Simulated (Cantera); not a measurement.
A Cantera script and what it prints.

```python
import numpy as np
import cantera as ct

gas_names = """
    CL CL2 H HCL H2 K KCL KH K2 K2CL2
""".split()
cond_names = """
    K(cr) K(L) KCL(s) KCL(L)
""".split()


# ... load() reads the species with a 1 bar reference pressure and builds the phases ...
atoms = {
    'KCl': {'K': 1, 'CL': 1},
    'H2': {'H': 2},
}
top_T = {}  # K; cautious upper limits of use, not melting points


# ... equilibrate(T, P, feed) seeds the gas with the atoms and calls Mixture.equilibrate('TP', solver="vcs", rtol=1e-11, max_steps=5000) ...
results = []
T = 2273  # K
P = 0.54  # Pa
for m in [0.32, 0.71, 1.6, 3.5, 7.7, 17, 37, 83]:
    feed = {'KCl': 1, 'H2': m}  # mol
    mix = equilibrate(T, P, feed)
    results.append((T, P, feed, dict(zip(mix.species_names, mix.species_moles))))

top = {s: max(r[3][s] / sum(r[3][g] for g in gas_names) for r in results) for s in gas_names}
cols = sorted((s for s in top if top[s] > 1e-06), key=lambda s: -top[s])[:8]
seen = [c for c in cond_names if any(r[3].get(c, 0) > 1e-12 for r in results)]
print("log10 of partial pressures in bar; condensed amounts in mol")
print(f"{'n(H2)':>10s}" + "".join(f"{s[:9]:>10s}" for s in cols + seen))
for T, P, feed, n in results:
    ng = sum(n[g] for g in gas_names)
    print(f"{feed['H2']:10.4g}" + "".join(f"{np.log10(max(n[s] / ng * P / 1e5, 1e-99)):10.3f}" for s in cols)
          + "".join(f"{n.get(c, 0):10.4g}" for c in seen))
```

It prints:

```
log10 of partial pressures in bar; condensed amounts in mol
     n(H2)         H         K        CL        H2       KCL       HCL
      0.32    -5.886    -5.723    -5.734    -7.620    -6.542    -7.327
      0.71    -5.663    -5.826    -5.844    -7.174    -6.757    -7.214
       1.6    -5.501    -5.994    -6.021    -6.851    -7.101    -7.229
       3.5    -5.404    -6.219    -6.251    -6.657    -7.556    -7.362
       7.7    -5.350    -6.494    -6.530    -6.548    -8.110    -7.587
        17    -5.322    -6.803    -6.842    -6.493    -8.731    -7.871
        37    -5.309    -7.124    -7.164    -6.467    -9.374    -8.180
        83    -5.303    -7.466    -7.507    -6.454   -10.060    -8.517
```

Equilibrium computed with Cantera from the NASA thermochemical tables; the gas is ideal and each condensed phase is pure.
